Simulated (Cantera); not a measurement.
Charge: 1 mol Si, 0.01 mol H₂O, 33 mol H₂, 0.44 mol O₂, held at 1925 °C and 1 atm.

These are equilibrium values from Cantera (NASA tables, ideal gas, pure condensed phases), not measurements of a reactor. Candidate condensed phases: H₂O, Si, SiO₂; 18 gas species. Gases not in the tables: Si₂H₆ and higher silanes. The numbers say what is thermodynamically allowed, not how fast it happens.

Base state: H₂ 0.968, SiO 0.0262, H 0.00544, Si 0.000357, SiH₂ 0.000286, SiH 0.000157, H₂O 1.11e-5 (mole fractions); condensed: Si(l).

### Question
What changes in the equilibrium state with this change: pressure from 1 atm to 24.0 Pa?

### Answer
```tsv
species	before	after
H₂	0.968	0.679
H	0.00544	0.296
SiO	0.0262	0.0223
SiH₂	0.000286	3.65e-7
H₂O	1.11e-5	8.66e-7
SiH	0.000157	1.55e-5
Si(l), mol	0.0826	0
```

### Question
What changes in the equilibrium state with this change: temperature from 1925 °C to 925 °C?

### Answer
| species | before | after |
|---|---|---|
| H₂ | 0.968 | 1.000 |
| SiO | 0.0262 | 5.02e-7 |
| H | 0.00544 | 1.89e-7 |
| Si | 0.000357 | <1e-9 |
| SiH | 0.000157 | <1e-9 |
| SiH₂ | 0.000286 | 1.15e-8 |
| H₂O | 1.11e-5 | 5.62e-8 |
| Si(l), mol | 0.0826 | 0 |
| Si(s), mol | 0 | 0.555 |
| SiO₂(β-quartz), mol | 0 | 0.445 |
Mutual solubility and eutectic melting of coexisting phases are not modelled. The tables hold silica as quartz up to 1696 K and as liquid above; real silica turns to tridymite and cristobalite and melts near 1996 K.

### Question
What changes in the equilibrium state with this change: temperature from 1925 °C to 1450 °C?

### Answer
```json
[
 {"species": "H₂", "before": "0.968", "after": "0.983"},
 {"species": "SiO", "before": "0.0262", "after": "0.0166"},
 {"species": "H", "before": "0.00544", "after": "0.000180"},
 {"species": "Si", "before": "0.000357", "after": "9.71e-7"},
 {"species": "SiH", "before": "0.000157", "after": "1.39e-6"},
 {"species": "SiH₂", "before": "0.000286", "after": "1.67e-5"},
 {"species": "H₂O", "before": "1.11e-5", "after": "2.66e-5"},
 {"species": "Si(l), mol", "before": "0.0826", "after": "0.276"},
 {"species": "SiO₂(condensed), mol", "before": "0", "after": "0.166"}
]
```
Each liquid is taken as pure. Mutual solubility and eutectic melting of coexisting phases are not modelled. The tables hold silica as quartz up to 1696 K and as liquid above; real silica turns to tridymite and cristobalite and melts near 1996 K.
